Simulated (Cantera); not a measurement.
An isothermal, constant-pressure homogeneous reactor starts with C2H6 : N2 = 1 : 1 (molar parts), at 1250 K and 20.0 Torr.

Detailed kinetics in Cantera: GRI-Mech 3.0 (53 species, 325 reactions). GRI-Mech 3.0 stops at C3 and has no aromatics, soot or wall deposition, so with more carbon than oxygen in the feed, carbon stays in small species such as C2H2 where larger ones or solid carbon would form. Radical loss at walls, strong at low pressure, is not modelled.

x: mole fraction; the columns are a selection and need not sum to one.

| t (s) | x C2H6 | x H | x CH2 | x C2H | x H2 |
|---|---|---|---|---|---|
| 2.00e-6 | 0.500 | 3.19e-10 | <1e-12 | <1e-12 | 1.93e-10 |
| 7.02e-6 | 0.500 | ___ | <1e-12 | <1e-12 | ___ |
| 2.46e-5 | 0.500 | ___ | 5.24e-12 | <1e-12 | ___ |
| 8.65e-5 | 0.500 | 1.81e-7 | 1.63e-10 | <1e-12 | 2.86e-6 |
| 0.000304 | 0.500 | 1.83e-6 | 2.56e-9 | <1e-12 | 0.000109 |
| 0.00107 | 0.495 | 9.65e-6 | 1.57e-8 | <1e-12 | 0.00256 |
| 0.00374 | 0.458 | 1.71e-5 | 4.84e-8 | 2.74e-11 | 0.0227 |
| 0.0131 | 0.336 | 1.96e-5 | 4.39e-8 | 1.33e-10 | 0.0891 |
| 0.0461 | 0.118 | 2.50e-5 | 2.57e-8 | 5.02e-10 | 0.207 |
| 0.162 | 0.00707 | 1.55e-5 | 2.90e-9 | 8.04e-10 | 0.285 |
| 0.568 | 0.000395 | 4.30e-6 | 1.80e-10 | 3.37e-10 | 0.313 |
| 1.99 | 0.000101 | 2.43e-6 | 4.86e-11 | 2.46e-10 | 0.338 |
| 7.00 | 5.74e-5 | 2.41e-6 | 3.64e-11 | 3.20e-10 | 0.379 |

Task: What belongs in the gaps?

Result: 
- 7.02e-6, x H: 1.28e-9
- 7.02e-6, x H2: 2.17e-9
- 2.46e-5, x H: 1.46e-8
- 2.46e-5, x H2: 6.54e-8
